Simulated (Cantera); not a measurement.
A closed system holds: 1 mol B₂O₃, 0.06 mol O₂, 40 mol H₂, at 0.120 bar.

These are equilibrium values from Cantera (NASA tables, ideal gas, pure condensed phases), not measurements of a reactor. Candidate condensed phases: B, B₂O₃, B₃O₃H₃, H₂O; 23 gas species. Gases not in the tables: H₃BO₃. Kinetics and transport are ignored.

x: gas mole fraction; n: condensed amount in mol.

| T (K) | x H₂ | x HBO | x HBO₂ | x H | x B₂O₃ | n B₂O₃(l) |
|---|---|---|---|---|---|---|
| 1048 | 0.997 | 3.46e-8 | 1.08e-5 | 2.23e-8 | 2.49e-10 | 1.000 |
| 1148 | 0.997 | 6.28e-7 | 6.02e-5 | 2.06e-7 | 1.29e-8 | 0.999 |
| 1248 | 0.997 | 7.13e-6 | 0.000248 | 1.35e-6 | 3.46e-7 | 0.995 |
| 1348 | 0.997 | ? | ? | ? | ? | 0.983 |
| 1448 | 0.995 | 0.000362 | 0.00202 | 2.65e-5 | 5.99e-5 | 0.950 |
| 1548 | 0.991 | 0.00183 | 0.00440 | 8.85e-5 | 0.000467 | 0.855 |
| 1648 | 0.979 | 0.00670 | 0.00963 | 0.000254 | 0.00280 | 0.545 |
| 1748 | 0.957 | ? | 0.0169 | ? | ? | 0 |
| 1848 | 0.954 | 0.0155 | 0.0169 | 0.00150 | 0.00706 | 0 |
| 1948 | 0.951 | 0.0169 | 0.0167 | 0.00318 | 0.00619 | 0 |
| 2048 | 0.946 | 0.0181 | 0.0163 | 0.00629 | 0.00537 | 0 |
| 2148 | 0.938 | 0.0190 | 0.0156 | 0.0117 | 0.00457 | 0 |

**Question.** What belongs in the gaps?

**Answer.** 
- 1348, x HBO: 5.74e-5
- 1348, x HBO₂: 0.000794
- 1348, x H: 6.67e-6
- 1348, x B₂O₃: 5.57e-6
- 1748, x HBO: 0.0139
- 1748, x H: 0.000645
- 1748, x B₂O₃: 0.00801
